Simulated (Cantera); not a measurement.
An isothermal plug-flow reactor at 800 K and 4.93 atm (inlet), inlet velocity 4.2 m/s, active area per volume 2000 1/m; feed CH4 : O2 : N2 : H2O = 0.035 : 0.014 : 0.79 : 0.028 (molar parts), equivalence ratio 5.0.

Cantera simulation using Deutschmann's 1995 Pt surface mechanism with GRI-Mech 3.0 gas chemistry; the numbers are that mechanism's predictions, not measurements. Catalytic surfaces can have several steady states; this one follows from the mechanism file's or the stated starting coverage. Mass transfer to the wall is taken as infinitely fast.

Question: What does this change do: pressure from 4.93 atm to 3.06 atm?

Answer: 
| quantity | before | after |
|---|---|---|
| x(CH4) at z = 0.028 m | 0.0338 | 0.0336 |
| x(O2) at z = 0.028 m | 0.00553 | 0.00544 |
| x(H2O) at z = 0.028 m | 0.0452 | 0.0455 |
| x(CO2) at z = 0.028 m | 0.00173 | 0.00134 |
| x(CO) at z = 0.028 m | 0.00477 | 0.00535 |
| θ(free Pt) at the exit | 0.0404 | 0.0403 |
| θ(CO*) at the exit | 0.115 | 0.0799 |
| θ(C*) at the exit | 0.843 | 0.879 |

Question: What does this change do: inlet velocity 4.2 to 12 m/s?

Answer: 
```json
[
 {"quantity": "x(CH4) at z = 0.028 m", "before": "0.0338", "after": "0.0347"},
 {"quantity": "x(O2) at z = 0.028 m", "before": "0.00553", "after": "0.00682"},
 {"quantity": "x(H2O) at z = 0.028 m", "before": "0.0452", "after": "0.0435"},
 {"quantity": "x(CO2) at z = 0.028 m", "before": "0.00173", "after": "0.00173"},
 {"quantity": "x(CO) at z = 0.028 m", "before": "0.00477", "after": "0.00390"},
 {"quantity": "θ(free Pt) at the exit", "before": "0.0404", "after": "0.0718"},
 {"quantity": "θ(CO*) at the exit", "before": "0.115", "after": "0.302"},
 {"quantity": "θ(C*) at the exit", "before": "0.843", "after": "0.625"}
]
```
